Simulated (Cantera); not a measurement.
Equilibrium for aluminium nitride and oxide growth: Al(CH3)3 + N2

Input: 1 mol Al(CH3)3, 8.3 mol N2, equilibrated at 1300 K and 13300 Pa.

Cantera equilibrium calculation (NASA polynomials, part measured and part estimated; ideal gas, pure solids and liquids). Candidate condensed phases: Al, AlN, C, C6H6, C7H8, C8H18; 97 gas species. The feed counts by its element totals alone. Rates play no part.

```
Property                              Value
--------------------------------  ---------
x(N2)                                 0.634
x(H2)                                 0.366
x(CH4)                             0.000140
x(HCN)                              9.97e-5
x(NH3)                              2.91e-6
x(H)                                1.83e-6
n(AlN(s))                          1.00 mol
n(C(graphite))                     3.00 mol
gas amount                        12.30 mol
log10 activity of Al(l) (absent)      -6.56
```
